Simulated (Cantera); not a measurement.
A Cantera script and what it prints.

```python
import numpy as np
import cantera as ct

gas_names = """
    PbS O2 PbO S2
""".split()
cond_names = """

""".split()


# ... load() reads the species with a 1 bar reference pressure and builds the phases ...
species = {s.name: s for s in load("nasa_gas.yaml", gas_names) + load("nasa_condensed.yaml", cond_names)}
# Each term lists the table entries of one substance; the one whose range holds T is used.
reactions = {
    '2 PbS(g) + O2(g) = 2 PbO(g) + S2(g)':
        [(-2, ['PbS']), (-1, ['O2']), (2, ['PbO']), (1, ['S2'])],
}


def pick(names, T):
    return next(species[n] for n in names if species[n].thermo.min_temp <= T <= species[n].thermo.max_temp)


results = []
for label, terms in reactions.items():
    print(label)
    print("     T/K   dH/kJ  dS/(J/K)   dG/kJ   log10 K")
    for T in [1898, 2048, 2198, 2348, 2498, 2648, 2798]:
        used = [(nu, pick(names, T)) for nu, names in terms]
        dH = sum(nu * s.thermo.h(T) for nu, s in used) / 1e6
        dS = sum(nu * s.thermo.s(T) for nu, s in used) / 1e3
        dG = dH - T * dS / 1e3
        logK = -dG * 1e6 / (ct.gas_constant * T * np.log(10))
        results.append((label, T, dH, dS, dG, logK, [s.name for _, s in used]))
        print(f"{T:8g} {dH:8.1f} {dS:8.1f} {dG:8.1f} {logK:8.2f}")
```

Output:

```
2 PbS(g) + O2(g) = 2 PbO(g) + S2(g)
     T/K   dH/kJ  dS/(J/K)   dG/kJ   log10 K
    1898      7.7      2.4      3.2    -0.09
    2048      8.0      2.5      2.9    -0.07
    2198      8.3      2.6      2.5    -0.06
    2348      8.5      2.8      2.1    -0.05
    2498      8.7      2.8      1.6    -0.03
    2648      8.8      2.9      1.2    -0.02
    2798      8.8      2.9      0.8    -0.01
```

Cantera with NASA thermochemical tables; ideal gases at 1 bar, condensed phases pure. Condensed species are held in their standard states even where they would react or evaporate.
